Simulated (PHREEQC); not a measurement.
0.31 g of hydrous ferric oxide (600 m²/g; 0.2 weak and 0.005 strong sites per Fe, Dzombak-Morel constants, diffuse double layer) in 1 kg of water with 0.001 mol/kgw of an inert sodium salt, at 25 °C; the pH is set by adding NaOH or the inert anion's acid. Oxygen alone is held at its pressure in air (log pO2 = -0.68). CO2 from the air is kept out. Nothing may precipitate in this run.

Base run: PHREEQC, ion-association model, wateq4f.dat. Each further column changes one thing. The table gives surface charge σ (C/m²).

```tsv
pH	base	background salt from 0.001 to 0.0001 mol/kgw	oxide from 0.31 to 1.6 g/kgw	0.00018 mol/kgw ZnCl2 added
4	0.121	…	0.135	0.135
5.5	0.032	…	…	0.038
6.5	0.011	0.004	0.011	0.015
8	0.000	0.000	0.000	0.004
9.5	-0.009	-0.003	-0.009	-0.004
10.5	-0.029	-0.017	-0.030	-0.017
12	-0.201	…	…	…
```

Task: Some entries are withheld; supply them.

Result: 
- 4, background salt from 0.001 to 0.0001 mol/kgw: 0.073
- 5.5, background salt from 0.001 to 0.0001 mol/kgw: 0.012
- 5.5, oxide from 0.31 to 1.6 g/kgw: 0.033
- 12, background salt from 0.001 to 0.0001 mol/kgw: -0.197
- 12, oxide from 0.31 to 1.6 g/kgw: -0.204
- 12, 0.00018 mol/kgw ZnCl2 added: -0.130
